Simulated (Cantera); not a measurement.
Feed: 1 mol PbO, 0.52 mol CH4, 0.25 mol CO, equilibrated at 0.133 bar.

These are equilibrium values from Cantera (NASA tables, ideal gas, pure condensed phases), not measurements of a reactor. Candidate condensed phases: C, C6H6, C7H8, C8H18, H2O, Pb, PbO, PbO2, Pb3O4; 113 gas species. Gases not in the tables: (PbO)n polymers. Kinetics and transport are ignored.

x: gas mole fraction; n: condensed amount in mol.

```json
[
 {"T (K)": "873", "x H2": "0.458", "x Pb": "4.77e-6", "x CO": "0.258", "x H2O": "0.111", "x CO2": "0.166", "x H": "8.67e-11", "x OH": "<1e-12", "n Pb(l)": "1.000"},
 {"T (K)": "1023", "x H2": "0.435", "x Pb": "0.000200", "x CO": "0.300", "x H2O": "0.140", "x CO2": "0.126", "x H": "7.48e-9", "x OH": "___", "n Pb(l)": "1.000"},
 {"T (K)": "1173", "x H2": "0.410", "x Pb": "0.00316", "x CO": "0.323", "x H2O": "0.163", "x CO2": "0.101", "x H": "2.07e-7", "x OH": "___", "n Pb(l)": "0.994"},
 {"T (K)": "1323", "x H2": "0.383", "x Pb": "0.0264", "x CO": "0.332", "x H2O": "0.176", "x CO2": "0.0822", "x H": "2.69e-6", "x OH": "___", "n Pb(l)": "0.951"},
 {"T (K)": "1473", "x H2": "0.328", "x Pb": "0.141", "x CO": "0.303", "x H2O": "0.166", "x CO2": "0.0620", "x H": "1.98e-5", "x OH": "___", "n Pb(l)": "0.702"},
 {"T (K)": "1623", "x H2": "0.240", "x Pb": "0.355", "x CO": "0.233", "x H2O": "0.130", "x CO2": "0.0407", "x H": "9.28e-5", "x OH": "___", "n Pb(l)": "0"},
 {"T (K)": "1773", "x H2": "0.236", "x Pb": "0.355", "x CO": "0.238", "x H2O": "0.134", "x CO2": "0.0364", "x H": "0.000378", "x OH": "___", "n Pb(l)": "0"},
 {"T (K)": "1923", "x H2": "0.232", "x Pb": "0.355", "x CO": "0.241", "x H2O": "0.137", "x CO2": "0.0330", "x H": "0.00124", "x OH": "___", "n Pb(l)": "0"},
 {"T (K)": "2073", "x H2": "0.229", "x Pb": "0.354", "x CO": "0.243", "x H2O": "0.139", "x CO2": "0.0304", "x H": "0.00345", "x OH": "___", "n Pb(l)": "0"},
 {"T (K)": "2223", "x H2": "0.225", "x Pb": "0.352", "x CO": "0.245", "x H2O": "0.139", "x CO2": "0.0282", "x H": "0.00832", "x OH": "___", "n Pb(l)": "0"},
 {"T (K)": "2373", "x H2": "0.219", "x Pb": "0.349", "x CO": "0.245", "x H2O": "0.137", "x CO2": "0.0264", "x H": "0.0179", "x OH": "___", "n Pb(l)": "0"},
 {"T (K)": "2523", "x H2": "0.210", "x Pb": "0.344", "x CO": "0.244", "x H2O": "0.133", "x CO2": "0.0246", "x H": "0.0349", "x OH": "___", "n Pb(l)": "0"},
 {"T (K)": "2673", "x H2": "0.197", "x Pb": "0.336", "x CO": "0.241", "x H2O": "0.123", "x CO2": "0.0226", "x H": "0.0623", "x OH": "___", "n Pb(l)": "0"}
]
```

Q: What belongs in the gaps?

A: 
- 1023, x OH: 6.31e-12
- 1173, x OH: 5.68e-10
- 1323, x OH: 1.79e-8
- 1473, x OH: 2.61e-7
- 1623, x OH: 2.10e-6
- 1773, x OH: 1.33e-5
- 1923, x OH: 6.31e-5
- 2073, x OH: 0.000237
- 2223, x OH: 0.000743
- 2373, x OH: 0.00199
- 2523, x OH: 0.00469
- 2673, x OH: 0.00971
